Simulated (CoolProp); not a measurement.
The numbers come from the reference Helmholtz-energy equation of state, Gao 2020 in CoolProp.

Question: Give the vapour pressure (MPa), vapour Z, liquid viscosity (µPa s), vapour viscosity (µPa s) of saturated ammonia at 350 K.

Answer: 
```
T (K)  p (MPa)  vapour Z  liquid viscosity (µPa s)  vapour viscosity (µPa s)
-----  -------  --------  ------------------------  ------------------------
350       3.87     0.722                      80.4                      11.8
```

Viscosity comes from a separate model (Fenghour 1995).
